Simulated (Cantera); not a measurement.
Input (Python, Cantera) and output of one run.

```python
import numpy as np
import cantera as ct

gas_names = """
    C CO CO2 C2 C2O C3 C3O2 C4 C5 Mg MgO Mg2 O O2 O3
""".split()
cond_names = """
    C(gr) Mg(cr) Mg(L) MgCO3(s) MgO(s) MgO(L)
""".split()


# ... load() reads the species with a 1 bar reference pressure and builds the phases ...
atoms = {
    'MgO': {'Mg': 1, 'O': 1},
    'CO': {'C': 1, 'O': 1},
}
top_T = {'C(gr)': 4500}  # K; cautious upper limits of use, not melting points


# ... equilibrate(T, P, feed) seeds the gas with the atoms and calls Mixture.equilibrate('TP', solver="vcs", rtol=1e-11, max_steps=5000) ...
results = []
feed = {'MgO': 1, 'CO': 8.8}  # mol
P = 440  # Pa
for T in [1023, 1173, 1323, 1473, 1623, 1773, 1923, 2073, 2223, 2373, 2523]:
    mix = equilibrate(T, P, feed)
    results.append((T, P, feed, dict(zip(mix.species_names, mix.species_moles))))
    x = sorted(zip(gas.X, gas.species_names), reverse=True)
    print(f"T = {T:g} K  P = {P:g} Pa  gas = {mix.phase_moles(0):.4g} mol")
    print("   x: " + "  ".join(f"{s} {v:.3e}" for v, s in x if v > 1e-05))
    print("   condensed (mol): " + ("  ".join(f"{mix.phase(i).name} {mix.phase_moles(i):.4g}"
          for i in range(1, mix.n_phases) if mix.phase_moles(i) > 1e-12) or "none"))
```

Output:

```
T = 1023 K  P = 440 Pa  gas = 8.786 mol
   x: CO 9.984e-01  CO2 1.569e-03
   condensed (mol): C(gr) 0.01379  MgO(s) 1
T = 1173 K  P = 440 Pa  gas = 8.799 mol
   x: CO 9.999e-01  CO2 1.227e-04
   condensed (mol): C(gr) 0.001079  MgO(s) 1
T = 1323 K  P = 440 Pa  gas = 8.8 mol
   x: CO 9.999e-01  CO2 2.589e-05  Mg 2.589e-05
   condensed (mol): MgO(s) 0.9998
T = 1473 K  P = 440 Pa  gas = 8.802 mol
   x: CO 9.996e-01  Mg 2.127e-04  CO2 2.127e-04
   condensed (mol): MgO(s) 0.9981
T = 1623 K  P = 440 Pa  gas = 8.81 mol
   x: CO 9.976e-01  Mg 1.176e-03  CO2 1.176e-03
   condensed (mol): MgO(s) 0.9896
T = 1773 K  P = 440 Pa  gas = 8.843 mol
   x: CO 9.903e-01  Mg 4.832e-03  CO2 4.832e-03
   condensed (mol): MgO(s) 0.9573
T = 1923 K  P = 440 Pa  gas = 8.941 mol
   x: CO 9.685e-01  Mg 1.573e-02  CO2 1.573e-02
   condensed (mol): MgO(s) 0.8593
T = 2073 K  P = 440 Pa  gas = 9.189 mol
   x: CO 9.155e-01  Mg 4.225e-02  CO2 4.222e-02  O 2.868e-05  MgO 1.873e-05
   condensed (mol): MgO(s) 0.6116
T = 2223 K  P = 440 Pa  gas = 9.742 mol
   x: CO 8.085e-01  Mg 9.571e-02  CO2 9.481e-02  O 5.869e-04  MgO 2.409e-04  O2 1.552e-04
   condensed (mol): MgO(s) 0.06525
T = 2373 K  P = 440 Pa  gas = 9.847 mol
   x: CO 7.985e-01  Mg 1.010e-01  CO2 9.523e-02  O 3.684e-03  O2 1.063e-03  MgO 5.215e-04
   condensed (mol): none
T = 2523 K  P = 440 Pa  gas = 9.984 mol
   x: CO 8.041e-01  Mg 9.940e-02  CO2 7.737e-02  O 1.475e-02  O2 3.640e-03  MgO 7.671e-04
   condensed (mol): none
```

Equilibrium computed with Cantera from the NASA thermochemical tables; the gas is ideal and each condensed phase is pure.
